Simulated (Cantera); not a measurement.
Mixture: 16.0 % CH₄, 16.8 % O₂, 63.4 % N₂, 3.68 % CO₂, 0.117 % C₂H₆, equivalence ratio 1.9, at 120000 Pa, adiabatic and at constant pressure. Ignition delay is the time to a rise of 400 K.

Computed with Cantera and GRI-Mech 3.0 (53 species, 325 reactions).

Problem. Predict: delay at 1000 K; delay at 1075 K; delay at 1150 K; delay at 1225 K; delay at 1300 K; delay at 1375 K; delay at 1450 K; apparent activation energy between 1300 and 1450 K.

Solution. 
- delay at 1000 K: 0.920 s
- delay at 1075 K: 0.289 s
- delay at 1150 K: 96.1 ms
- delay at 1225 K: 33.8 ms
- delay at 1300 K: 12.5 ms
- delay at 1375 K: 4.82 ms
- delay at 1450 K: 1.95 ms
- apparent activation energy between 1300 and 1450 K: 190 kJ/mol
